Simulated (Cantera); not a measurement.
A Cantera script and what it prints.

```python
import numpy as np
import cantera as ct

gas_names = """
    H HI Mg
""".split()
cond_names = """
    MgI2(s) MgI2(L) Mg(cr) Mg(L) I2(cr) I2(L)
""".split()


def load(file, names, dense=False):
    # The tables refer to 1 bar. Condensed volumes are neglected.
    table = {s.name: s for s in ct.Species.list_from_file(file)}
    out = []
    for n in names:
        d = dict(table[n].input_data)
        d["thermo"] = dict(d["thermo"], **{"reference-pressure": 1e5})
        if dense:
            d["equation-of-state"] = {"model": "constant-volume", "density": "1e6 g/cm^3"}
        out.append(ct.Species.from_dict(d))
    return out


species = {s.name: s for s in load("nasa_gas.yaml", gas_names) + load("nasa_condensed.yaml", cond_names)}
# Each term lists the table entries of one substance; the one whose range holds T is used.
reactions = {
    '2 H(g) + MgI2 = 2 HI(g) + Mg':
        [(-2, ['H']), (-1, ['MgI2(s)', 'MgI2(L)']), (2, ['HI']), (1, ['Mg(cr)', 'Mg(L)'])],
    'MgI2 = Mg(g) + I2':
        [(-1, ['MgI2(s)', 'MgI2(L)']), (1, ['Mg']), (1, ['I2(cr)', 'I2(L)'])],
}


def pick(names, T):
    return next(species[n] for n in names if species[n].thermo.min_temp <= T <= species[n].thermo.max_temp)


results = []
for label, terms in reactions.items():
    print(label)
    print("     T/K   dH/kJ  dS/(J/K)   dG/kJ   log10 K")
    for T in [350, 375, 400, 425, 450, 475, 500]:
        used = [(nu, pick(names, T)) for nu, names in terms]
        dH = sum(nu * s.thermo.h(T) for nu, s in used) / 1e6
        dS = sum(nu * s.thermo.s(T) for nu, s in used) / 1e3
        dG = dH - T * dS / 1e3
        logK = -dG * 1e6 / (ct.gas_constant * T * np.log(10))
        results.append((label, T, dH, dS, dG, logK, [s.name for _, s in used]))
        print(f"{T:8g} {dH:8.1f} {dS:8.1f} {dG:8.1f} {logK:8.2f}")
```

Result:

```
2 H(g) + MgI2 = 2 HI(g) + Mg
     T/K   dH/kJ  dS/(J/K)   dG/kJ   log10 K
     350    -18.1     81.2    -46.5     6.94
     375    -18.9     78.8    -48.5     6.75
     400    -19.8     76.5    -50.4     6.58
     425    -20.7     74.4    -52.3     6.43
     450    -21.6     72.4    -54.1     6.28
     475    -22.5     70.4    -55.9     6.15
     500    -23.4     68.6    -57.7     6.02
MgI2 = Mg(g) + I2
     T/K   dH/kJ  dS/(J/K)   dG/kJ   log10 K
     350    514.1    135.2    466.8   -69.66
     375    514.2    135.4    463.4   -64.55
     400    530.2    176.8    459.5   -60.00
     425    530.7    178.1    455.0   -55.92
     450    531.2    179.3    450.6   -52.30
     475    531.7    180.4    446.1   -49.05
     500    532.2    181.4    441.5   -46.13
```

Standard-state values (1 bar) from the NASA 1993 polynomials, evaluated with Cantera. Condensed species are held in their standard states even where they would react or evaporate.
